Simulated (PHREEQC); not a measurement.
A made-up water analysis in mg/kgw, 25 °C, pH 2.68, pe 10.9:

```csv
constituent,mg/kgw
Na,12.4
K,6.41
Ca,150
Mg,11.5
Cl,46.3
S(6) as SO4,586
N(5) as NO3,0.945
Li,0.0236
Cu(2),0.621
Fe(3),2.76
Cd,9.11
```

Valence states are taken as typed.

The numbers come from PHREEQC with the ion-association model, wateq4f.dat.

Each row changes one thing in this solution. This is a speciation only: nothing precipitates in the calculation.

```tsv
case	ionic strength (mol/kgw)	SO4-2 (mol/kgw)	Ca+2 (mol/kgw)	CaSO4 (mol/kgw)	HSO4- (mol/kgw)	Mg+2 (mol/kgw)	SI of Gypsum (CaSO4:2H2O)	SI of Jarosite-K (KFe3(SO4)2(OH)6)
as made	0.0178	0.00438	0.00284	0.000890	0.000606	0.000345	-0.77	-1.56
all concentrations times 3 at the same typed pH	0.0456	(withheld)	0.00723	0.00394	0.00140	0.000858	-0.12	-0.06
S(6) from 586 to 1170 mg/kgw	0.0270	(withheld)	0.00240	0.00133	0.00120	0.000285	-0.59	-1.83
```

Problem. Complete the blanks.

Solution. 
- all concentrations times 3 at the same typed pH, SO4-2 (mol/kgw): 0.0120
- S(6) from 586 to 1170 mg/kgw, SO4-2 (mol/kgw): 0.00933

Some of these states are supersaturated (in Hematite (slow to form), Goethite (slow to form), for instance).
